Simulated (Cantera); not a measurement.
Charge: 1 mol SiH2Cl2, 2.2 mol N2, equilibrated at 1330 Pa.

Method: chemical equilibrium by Gibbs-energy minimisation in Cantera with the NASA 1993 tables (ideal gas, pure condensed phases). Candidate condensed phases: NH4Cl, Si, Si3N4; 28 gas species. N2 is the only nitrogen source here; it is nearly inert below about 1500 K, so the nitride shown seldom forms there in practice. Gases not in the tables: Si2H6 and higher silanes. The numbers say what is thermodynamically allowed, not how fast it happens.

Q: Which condensed phases are stable at each of these points (T (K)): 1298, 1348, 1398, 1448, 1498, 1548, 1598, 1648, 1698, 1748, 1798, 1848, 1898?

A: 
```
T (K)  condensed phases  Si condensed (%)
-----  ----------------  ----------------
1298           Si3N4(s)              78.5
1348           Si3N4(s)              76.8
1398           Si3N4(s)              73.6
1448           Si3N4(s)              68.2
1498           Si3N4(s)              60.8
1548           Si3N4(s)              52.6
1598           Si3N4(s)              44.5
1648           Si3N4(s)              37.3
1698           Si3N4(s)              31.0
1748           Si3N4(s)              25.6
1798              Si(l)              22.3
1848              Si(l)              22.7
1898              Si(l)              22.9
```

From 1298 K to 1748 K the condensed part is Si3N4(s). From 1798 K to 1898 K the condensed part is Si(l).
